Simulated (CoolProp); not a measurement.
The fluoroketone C6F12O (FK-5-1-12) along the isobar 1610 kPa: fugacity coefficient from the reference equation and from simpler models built on Tc = 441.8 K, pc = 1869 kPa, ω = 0.471; each cubic takes its own stable root.

Model: reference Helmholtz-energy equation of state, McLinden 2015, in CoolProp.

```json
[
 {"T (K)": "322.4", "phase": "liquid", "reference": "0.06684"},
 {"T (K)": "338.6", "phase": "liquid", "reference": "0.1097"},
 {"T (K)": "354.7", "phase": "liquid", "reference": "0.1682"},
 {"T (K)": "370.9", "phase": "liquid", "reference": "0.2445"},
 {"T (K)": "387", "phase": "liquid", "reference": "0.3379"},
 {"T (K)": "403.1", "phase": "liquid", "reference": "0.4473"},
 {"T (K)": "419.3", "phase": "liquid", "reference": "0.5699"},
 {"T (K)": "435.4", "phase": "gas", "reference": "0.6896"},
 {"T (K)": "451.6", "phase": "gas", "reference": "0.7346"},
 {"T (K)": "467.7", "phase": "gas", "reference": "0.7694"},
 {"T (K)": "483.9", "phase": "gas", "reference": "0.7983"},
 {"T (K)": "500", "phase": "gas", "reference": "0.8227"}
]
```

Question: How far does each simpler model (van der Waals, Redlich-Kwong, Soave-Redlich-Kwong) lie from the reference over these 12 states: mean and median of the absolute difference, and the worst?

Answer: 
- van der Waals: mean 75.1 %, median 29.3 %, worst +321.3 % at 322.4 K and 1610 kPa
- Redlich-Kwong: mean 31.4 %, median 14.6 %, worst +117.8 % at 322.4 K and 1610 kPa
- Soave-Redlich-Kwong: mean 1.9 %, median 2.1 %, worst +3.0 % at 387 K and 1610 kPa
